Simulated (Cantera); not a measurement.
Input: 1 mol NiS, a varied amount of H₂, at 1177 °C and 1.33 mbar.

Cantera equilibrium calculation (NASA polynomials, part measured and part estimated; ideal gas, pure solids and liquids). Candidate condensed phases: Ni, NiS, NiS₂, Ni₃S₂, Ni₃S₄, S; 9 gas species. Metal and sulfide melt together well below either melting point, which pure phases cannot show. Mutual solubility and eutectic melting of coexisting phases are not modelled. Rates play no part.

Problem. Which condensed phases are stable at each of these points (n(H₂) (mol)): 25, 33, 43, 55, 71, 92, 120, 150, 200, 260, 330, 430, 550?

Solution. 
```csv
n(H₂) (mol),condensed phases,Ni condensed (%)
25,Ni(s) + Ni₃S₂(l),99.9
33,Ni(s) + Ni₃S₂(l),99.9
43,Ni(s) + Ni₃S₂(l),99.9
55,Ni(s),99.9
71,Ni(s),99.9
92,Ni(s),99.8
120,Ni(s),99.8
150,Ni(s),99.8
200,Ni(s),99.7
260,Ni(s),99.6
330,Ni(s),99.5
430,Ni(s),99.4
550,Ni(s),99.3
```

From 25 mol H₂ to 43 mol H₂ the condensed part is Ni(s) + Ni₃S₂(l). From 55 mol H₂ to 550 mol H₂ the condensed part is Ni(s).
